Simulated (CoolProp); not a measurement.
Acetone along the isobar 1.01 bar: Z from the reference equation and from simpler models built on Tc = 508.1 K, pc = 46.92 bar, ω = 0.307; each cubic takes its own stable root.

Values from CoolProp's reference Helmholtz-energy equation of state, Lemmon 2006. It is a short technical equation, of lower accuracy than the large ones.

```csv
T (K),phase,reference
222.9,liquid,0.003656
236.2,liquid,0.003507
249.4,liquid,0.003377
262.7,liquid,0.003261
275.9,liquid,0.003160
289.2,liquid,0.003070
302.4,liquid,0.002991
315.6,liquid,0.002923
342.1,gas,0.9574
```

### Question
How far does each simpler model (van der Waals, Redlich-Kwong, Peng-Robinson) lie from the reference over these 9 states: mean and median of the absolute difference, and the worst?

### Answer
- van der Waals: mean 20760.0 %, median 29657.7 %, worst +33440.9 % at 315.6 K and 1.01 bar
- Redlich-Kwong: mean 3709.8 %, median 32.6 %, worst +33156.9 % at 315.6 K and 1.01 bar
- Peng-Robinson: mean 13.0 %, median 14.1 %, worst +16.2 % at 222.9 K and 1.01 bar

At some of these states van der Waals, Redlich-Kwong gives the other phase, because its saturation line lies elsewhere.
